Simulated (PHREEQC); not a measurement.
Consider water at 25 °C with 0.29 mol/kgw NaH2PO4 and 0.00022 mol/kgw NaF. Closed to the air; pH follows from the charge balance.

All values are PHREEQC results (ion-association model, phreeqc.dat), not measurements.

Question: The ionic strength comes out as 0.291 mol/kgw. What activity coefficients do H2PO4-, Na+, F-, NaHPO4-, HPO4-2 get?

Answer: H2PO4- 0.72, Na+ 0.73, F- 0.68, NaHPO4- 0.72, HPO4-2 0.26.

No solid was allowed to form. Species that the database lacks are ignored.
